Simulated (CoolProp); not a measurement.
R13 at 154.88 K and 1.42 MPa flows at 0.53 m/s in a round tube of 6 mm bore and 45 µm roughness, fully developed (64/Re and Nu = 3.66 if laminar; Colebrook and Gnielinski if turbulent). Each further row changes one setting.

Values from CoolProp's reference Helmholtz-energy equation of state, Platzer 1990. This equation is an older, rougher fit; its heat capacities, sound speeds and derivatives of the liquid may be far off and weren't checked against measurements.

```json
[
 {"case": "as stated", "Reynolds number": "8870", "Darcy friction factor": "0.0411", "pressure drop (Pa/m)": "___", "heat-transfer coefficient (W/(m² K))": "1310", "mass flow (kg/h)": "89.4"},
 {"case": "velocity 1.06 m/s", "Reynolds number": "17700", "Darcy friction factor": "0.0381", "pressure drop (Pa/m)": "5920", "heat-transfer coefficient (W/(m² K))": "___", "mass flow (kg/h)": "___"},
 {"case": "diameter 12 mm", "Reynolds number": "17700", "Darcy friction factor": "0.0331", "pressure drop (Pa/m)": "643", "heat-transfer coefficient (W/(m² K))": "1190", "mass flow (kg/h)": "358"}
]
```

**Question.** Some entries are withheld; supply them.

**Answer.** 
- as stated, pressure drop (Pa/m): 1600
- velocity 1.06 m/s, heat-transfer coefficient (W/(m² K)): 2640
- velocity 1.06 m/s, mass flow (kg/h): 179

Viscosity comes from a separate model (Huber 2003), an estimate that may be off by 10 % or more. Thermal conductivity comes from a separate model (Huber 2003), an estimate that may be off by 10 % or more.
